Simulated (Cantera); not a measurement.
Source: NASA polynomial tables (part measured, part estimated), evaluated in Cantera. Values are per mole of reaction as written; species without (g) are pure solids or liquids, kept so even where they would boil at 1 bar.

5 N2O(g) + V2O5 → 10 NO(g) + 2 V

```csv
T (K),ΔH° (kJ),ΔS° (J/K),ΔG° (kJ),log10 K,condensed phases
300,2055.3,934.9,1774.9,-309.03,"V2O5(s), V(s)"
2500,1930.0,798.8,-67.1,1.40,"V2O5(l), V(l)"
2550,…,…,…,…,"V2O5(l), V(l)"
2600,…,…,…,…,"V2O5(l), V(l)"
2650,1924.3,796.6,-186.7,3.68,"V2O5(l), V(l)"
2700,…,…,…,…,"V2O5(l), V(l)"
2750,1920.5,795.2,-266.3,5.06,"V2O5(l), V(l)"
2800,1918.5,794.5,-306.1,5.71,"V2O5(l), V(l)"
2850,1916.6,793.8,-345.8,6.34,"V2O5(l), V(l)"
```

What belongs in the gaps?


- 2550, ΔH° (kJ): 1928.1
- 2550, ΔS° (J/K): 798.1
- 2550, ΔG° (kJ): -107.0
- 2550, log10 K: 2.19
- 2600, ΔH° (kJ): 1926.2
- 2600, ΔS° (J/K): 797.3
- 2600, ΔG° (kJ): -146.9
- 2600, log10 K: 2.95
- 2700, ΔH° (kJ): 1922.4
- 2700, ΔS° (J/K): 795.9
- 2700, ΔG° (kJ): -226.6
- 2700, log10 K: 4.38
